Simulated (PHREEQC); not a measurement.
Leach liquor: an equilibrium model

Solution (25 °C): 0.06 mol/kgw H2SO4, 7.8e-05 mol/kgw FeSO4 and 0.036 mol/kgw MnSO4. Closed to the air; pH follows from the charge balance.

Computed with PHREEQC (ion-association model, wateq4f.dat).

This is a speciation only: nothing precipitates in the calculation.

**Question.** What pH, ionic strength does the model give?

**Answer.** pH 1.29; ionic strength 0.162 mol/kgw.

**Question.** In which forms is S present?

**Answer.** HSO4- 59 %, SO4-2 28 %, MnSO4 13 % of the S.

Species that the database lacks are ignored.
